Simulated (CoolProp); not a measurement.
Properties of R113 at several states.

Values from CoolProp's reference Helmholtz-energy equation of state, Marx 1992.

```
T (°C)  p (MPa)          phase  density (kg/m³)  isothermal compressibility (1/MPa)  expansivity (1/kK)  fugacity coefficient
------  -------  -------------  ---------------  ----------------------------------  ------------------  --------------------
217.15     8.33  supercritical             1050                             0.02125               3.977                0.3524
85.05     0.154            gas            10.13                               6.803               3.231                0.9588
98.95     0.415            gas            28.28                               2.761               4.036                0.9012
```
